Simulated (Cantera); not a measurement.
Feed: 1 mol AlN, 0.2 mol HI, at 100 Torr.

Equilibrium computed with Cantera from the NASA thermochemical tables; the gas is ideal and each condensed phase is pure. Candidate condensed phases: Al, AlI₃, AlN, I₂; 19 gas species. Kinetics and transport are ignored.

log p: log10 of the partial pressure in bar; n: condensed amount in mol.

```csv
T (K),log p HI,log p H₂,log p I,log p AlI₃,log p N₂,log p AlI,log p I₂,n AlN(s)
973,-1.28,-1.40,-2.68,-1.62,-1.92,-9.45,-2.63,0.963
1023,-1.31,-1.39,-2.50,-1.60,-1.90,-8.57,-2.67,0.962
1073,-1.33,-1.37,-2.34,-1.59,-1.90,-7.76,-2.71,0.961
1123,-1.36,-1.36,-2.19,-1.59,-1.89,-7.03,-2.75,0.961
1173,-1.39,-1.35,-2.06,-1.59,-1.90,-6.36,-2.79,0.961
1223,-1.42,-1.35,-1.94,-1.60,-1.90,-5.75,-2.83,0.961
1273,-1.45,-1.34,-1.83,-1.61,-1.91,-5.19,-2.87,0.961
1323,-1.48,-1.34,___,-1.63,-1.93,___,-2.92,0.962
1373,-1.52,-1.34,-1.64,-1.65,-1.95,-4.19,-2.96,0.964
1423,-1.55,-1.34,___,-1.68,-1.98,___,-3.02,0.965
1473,-1.59,-1.34,-1.50,-1.72,-2.01,-3.33,-3.07,0.967
1523,-1.63,-1.34,-1.44,-1.77,-2.04,-2.94,-3.13,0.968
1573,-1.68,-1.35,-1.38,-1.83,-2.06,-2.60,-3.20,0.969
```

Problem. What belongs in the gaps?

Solution. 
- 1423, log p I: -1.56
- 1423, log p AlI: -3.74
- 1323, log p I: -1.73
- 1323, log p AlI: -4.67
